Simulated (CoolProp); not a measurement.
Values from CoolProp's reference Helmholtz-energy equation of state, Guder 2009.

Q: For sulfur hexafluoride, give the phase and the cv (kJ/(kg K)), Joule-Thomson coefficient (K/MPa), viscosity (µPa s), conductivity (mW/(m K)) at 268.5 K and 731 kPa.

A: 
- 268.5 K and 731 kPa: gas; cv 0.579, Joule-Thomson coefficient 15.2, viscosity 14.1, conductivity 11.1

Viscosity comes from a separate model (Quiñones-Cisneros 2012). Thermal conductivity comes from a separate model (Assael 2012).
